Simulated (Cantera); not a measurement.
## Premixed flame

A freely propagating, adiabatic, planar premixed flame of CH₄ : C₂H₆ : O₂ : N₂ = 1 : 0.24 : 3.09 : 9.57 (molar parts), unburnt at 300 K and 0.870 bar; mixture-averaged transport, grid criteria slope 0.08 and curve 0.16, no radiation.

Computed with Cantera and GRI-Mech 3.0 (53 species, 325 reactions). Burning velocities carry a grid error of a few per cent, more on coarse grids.

| z (mm) | T (K) | u (m/s) | x CH₄ | x C₂H₆ | x O₂ | x C₂H₄ | x NO₂ | x H₂ |
|---|---|---|---|---|---|---|---|---|
| -1.14 | 300 | 0.544 | 0.0719 | 0.0173 | 0.222 | <1e-8 | <1e-8 | 0.000338 |
| -0.760 | 300 | 0.545 | 0.0718 | 0.0172 | 0.222 | 1.06e-7 | <1e-8 | 0.00129 |
| -0.570 | 304 | 0.552 | 0.0716 | 0.0172 | 0.221 | 1.66e-6 | <1e-8 | 0.00295 |
| -0.380 | 347 | 0.633 | 0.0695 | 0.0170 | 0.218 | 4.47e-5 | 5.53e-8 | 0.00715 |
| -0.190 | 800 | 1.49 | 0.0516 | 0.0128 | 0.182 | 0.000928 | 1.88e-7 | 0.0149 |
| -0.0949 | 1278 | 2.41 | 0.0305 | 0.00577 | 0.136 | 0.00162 | 4.39e-8 | 0.0186 |
| 0 | 1710 | 3.26 | 0.00824 | 0.000379 | 0.0830 | 0.000783 | <1e-8 | 0.0189 |
| 0.0949 | 1886 | 3.60 | 0.000673 | 1.18e-6 | 0.0524 | 3.78e-5 | <1e-8 | 0.0145 |
| 0.190 | 1937 | 3.68 | 2.73e-5 | <1e-8 | 0.0417 | 5.37e-7 | <1e-8 | 0.0119 |
| 0.380 | 1996 | 3.77 | 5.49e-8 | <1e-8 | 0.0357 | <1e-8 | <1e-8 | 0.0112 |
| 0.760 | 2072 | 3.89 | <1e-8 | <1e-8 | 0.0321 | <1e-8 | <1e-8 | 0.0101 |
| 1.52 | 2156 | 4.02 | <1e-8 | <1e-8 | 0.0290 | <1e-8 | <1e-8 | 0.00808 |
| 3.04 | 2235 | 4.15 | <1e-8 | <1e-8 | 0.0259 | <1e-8 | 1.62e-8 | 0.00590 |
x: mole fraction of selected species; z is measured from the peak of heat release.

```json
{
 "laminar_burning_velocity": "54.4 cm/s",
 "thermal_thickness": "0.380 mm",
 "peak x(C₂H₄)": "0.00164",
 "peak x(H₂)": "0.0195",
 "grid_points": "158"
}
```
